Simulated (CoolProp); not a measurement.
Vapour-liquid equilibrium of R22 (1) + n-hexane (2) at 121 kPa; x and y are mole fractions of (1).

Values from CoolProp's multi-fluid Helmholtz-energy mixture model, Kamei 1995 and Thol 2019; pair parameters Bell 2016.

| x | bubble temperature (°C) | y at the bubble point | dew temperature at overall composition x (°C) | liquid density (mol/L) |
|---|---|---|---|---|
| 0.05 | 35.5 | 0.745 | 72.7 | 7.675 |
| 0.15 | 0.3 | 0.953 | 69.1 | 8.503 |
| 0.25 | -13.7 | 0.981 | 65.1 | 9.167 |
| 0.35 | -20.9 | 0.989 | 60.8 | 9.820 |
| 0.45 | -25.2 | 0.992 | 55.8 | 10.51 |
| 0.55 | -28.0 | 0.994 | 50.2 | 11.26 |
| 0.65 | -30.1 | 0.996 | 43.4 | 12.09 |
| 0.75 | -32.0 | 0.997 | 35.0 | 13.04 |
| 0.85 | -33.8 | 0.998 | 23.2 | 14.14 |
| 0.95 | -35.8 | 0.999 | 1.5 | 15.43 |

No azeotrope shows between x = 0.05 and 0.95.

The pair parameters rest on a limited set of measurements; away from them the model extrapolates.
